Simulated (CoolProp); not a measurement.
Vapour-liquid equilibrium of acetone (1) + n-heptane (2) at 291.5 K; x and y are mole fractions of (1).

Model: multi-fluid Helmholtz-energy mixture model, Lemmon 2006 and Span 2003; pair parameters Bell 2016, in CoolProp.

**Question.** Give the bubble pressure and the first vapour's composition at x = 0.35, 0.5, 0.8. Is there an azeotrope?

**Answer.** x = 0.35: 0.02148 MPa, y = 0.837; x = 0.5: 0.02225 MPa, y = 0.848; x = 0.8: 0.02293 MPa, y = 0.871. y crosses x between x = 0.8 and 0.95: the model has an azeotrope there.

Pair parameters are fitted to limited data, so mixtures are less certain than the pure fluids. With so large a gap from Raoult's law the liquid may split in two, which this calculation doesn't test in full.
